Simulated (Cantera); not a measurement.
A closed system holds: 1 mol C6H6, 1.8 mol CO2, 6.4 mol H2, 0.31 mol O2, held at 14.0 Pa.

Method: chemical equilibrium by Gibbs-energy minimisation in Cantera with the NASA 1993 tables (ideal gas, pure condensed phases). Candidate condensed phases: C, C6H6, C7H8, C8H18, H2O; 110 gas species. The numbers say what is thermodynamically allowed, not how fast it happens. All values below are at 2248 K.

Base state: H 0.378, H2 0.370, CO 0.251, C2H2 (acetylene) 0.00122, C2H 4.94e-5, C3 4.47e-5, C 2.52e-5 (mole fractions); condensed: C(graphite).

Q: What changes in the equilibrium state with this change: pressure from 14.0 Pa to 520 Pa?

A: 
```
species            before    after
----------------  -------  -------
H2                  0.370    0.620
CO                  0.251    0.297
H                   0.378   0.0802
C3                4.47e-5  1.20e-6
C                 2.52e-5  6.77e-7
C2H               4.94e-5  1.05e-5
C2H2 (acetylene)  0.00122  0.00205
C(graphite), mol     3.53     3.52
```

Q: What changes in the equilibrium state with this change: C6H6 replaced by C2H6?

A: 
```tsv
species	before	after
H	0.378	0.376
H2	0.370	0.367
CO	0.251	0.231
H2O	<1e-9	0.0186
OH	<1e-9	0.00286
CO2	<1e-9	0.00215
O	<1e-9	0.00202
C2H2 (acetylene)	0.00122	<1e-9
C2H	4.94e-5	<1e-9
C3	4.47e-5	<1e-9
C(graphite), mol	3.53	0
```
